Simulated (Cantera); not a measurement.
**Stirred combustor or abatement burner**

A perfectly stirred reactor is fed with 4.40 % CH₄, 0.238 % C₂H₆, 20.1 % O₂, 75.3 % N₂, equivalence ratio 0.48, at 91000 Pa; it is adiabatic with a 400 K inlet, and is followed from long to short residence time, starting on the burning branch (τ in s: 0.044, 0.019, 0.0079, 0.0033, 0.0014, 0.00059, 0.00025, 0.0001, 4.4e-05).

Computed with Cantera and GRI-Mech 3.0 (53 species, 325 reactions).

```tsv
τ (s)	T (K)	x CH₄	x C₂H₆	x O₂	x CH₂	x HCO
0.044	1516	4.06e-5	5.88e-7	0.104	4.96e-8	3.37e-8
0.019	1510	7.06e-5	1.01e-6	0.105	9.92e-8	8.11e-8
0.0079	1497	0.000128	1.82e-6	0.105	1.99e-7	2.02e-7
0.0033	1475	0.000247	3.42e-6	0.106	3.88e-7	4.98e-7
0.0014	1430	0.000557	7.59e-6	0.109	7.45e-7	1.19e-6
0.00059	400	0.0440	0.00238	0.201	<1e-12	<1e-12
0.00025	400	0.0440	0.00238	0.201	<1e-12	<1e-12
0.00010	400	0.0440	0.00238	0.201	<1e-12	<1e-12
4.4e-5	400	0.0440	0.00238	0.201	<1e-12	<1e-12
```
x: mole fraction; the columns are a selection and need not sum to one.
